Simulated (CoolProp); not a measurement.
Vapour-liquid equilibrium of n-hexane (1) + ethylbenzene (2) at 50.95 °C; x and y are mole fractions of (1).

Model: multi-fluid Helmholtz-energy mixture model, Thol 2019 and Zhou 2012; pair parameters Bell 2016, in CoolProp.

| x | bubble pressure, mixture model (bar) | bubble pressure, Raoult's law (bar) | y, mixture model | y, Raoult's law |
|---|---|---|---|---|
| 0.05 | 0.08667 | 0.07460 | 0.459 | 0.375 |
| 0.125 | 0.1378 | 0.1129 | 0.684 | 0.619 |
| 0.2 | 0.1836 | 0.1511 | 0.780 | 0.740 |
| 0.275 | 0.2253 | 0.1894 | 0.834 | 0.812 |
| 0.35 | 0.2638 | 0.2277 | 0.870 | 0.860 |
| 0.425 | 0.2998 | 0.2660 | 0.896 | 0.894 |
| 0.5 | 0.3341 | 0.3042 | 0.916 | 0.919 |
| 0.575 | 0.3673 | 0.3425 | 0.933 | 0.939 |
| 0.65 | 0.3999 | 0.3808 | 0.947 | 0.955 |
| 0.725 | 0.4325 | 0.4190 | 0.960 | 0.968 |
| 0.8 | 0.4656 | 0.4573 | 0.971 | 0.979 |
| 0.875 | 0.4996 | 0.4956 | 0.982 | 0.988 |
| 0.95 | 0.5349 | 0.5338 | 0.993 | 0.995 |

The largest gap from Raoult's law is +22.1 % in bubble pressure, at x = 0.125. No azeotrope shows between x = 0.05 and 0.95.

The pair parameters rest on a limited set of measurements; away from them the model extrapolates.
